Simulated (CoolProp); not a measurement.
Vapour-liquid equilibrium of R22 (1) + R115 (2) at -24.05 °C; x and y are mole fractions of (1).

The numbers come from the multi-fluid Helmholtz-energy mixture model, Kamei 1995 and Lemmon 2016; pair parameters Bell 2016 in CoolProp.

Problem. Give the bubble pressure and the first vapour's composition at x = 0.35, 0.45, 0.85. Is there an azeotrope?

Solution. x = 0.35: 0.2432 MPa, y = 0.405; x = 0.45: 0.2454 MPa, y = 0.464; x = 0.85: 0.2272 MPa, y = 0.792. y crosses x between x = 0.45 and 0.55: the model has an azeotrope there.

The pair parameters rest on a limited set of measurements; away from them the model extrapolates.
